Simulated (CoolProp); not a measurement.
100 sccm (0 °C, 1 atm) of nitrogen bubbles through liquid n-nonane at 343.7 K and leaves saturated at a total pressure of 0.103 MPa (ideal gas phase). Each further row changes one setting.

Values from CoolProp's reference Helmholtz-energy equation of state, Lemmon 2006. It is a short technical equation, of lower accuracy than the large ones.

```json
[
 {"case": "as stated", "vapour pressure (kPa)": "6.47", "mole fraction of vapour": "0.0628", "delivery (mg/min)": "(withheld)", "delivery (sccm)": "6.70", "change of delivery for a bath 1 K warmer (%)": "4.8"},
 {"case": "bath temperature 348.7 K", "vapour pressure (kPa)": "8.05", "mole fraction of vapour": "(withheld)", "delivery (mg/min)": "48.5", "delivery (sccm)": "8.47", "change of delivery for a bath 1 K warmer (%)": "4.7"},
 {"case": "total pressure 0.206 MPa", "vapour pressure (kPa)": "6.47", "mole fraction of vapour": "(withheld)", "delivery (mg/min)": "18.6", "delivery (sccm)": "3.24", "change of delivery for a bath 1 K warmer (%)": "4.7"}
]
```

Question: Complete the blanks.

Answer: 
- as stated, delivery (mg/min): 38.4
- bath temperature 348.7 K, mole fraction of vapour: 0.0781
- total pressure 0.206 MPa, mole fraction of vapour: 0.0314
